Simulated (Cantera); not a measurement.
Feed: 1 mol Fe3O4, 19 mol H2, 0.34 mol H2O, equilibrated at 4.80 bar.

These are equilibrium values from Cantera (NASA tables, ideal gas, pure condensed phases), not measurements of a reactor. Candidate condensed phases: Fe, FeO, Fe(OH)2, Fe(OH)3, Fe2O3, Fe3O4, H2O; 12 gas species. Equilibrium is a limit: real reactors are often held back by kinetics, nucleation or transport.

Q: At 1800 °C, list the 6 most abundant gas species with their mole fractions, and the condensed phases.

A: H2 0.775, H2O 0.224, H 0.00106, Fe 0.000167, Fe(OH)2 7.40e-5, OH 3.48e-5. Condensed: Fe(l).
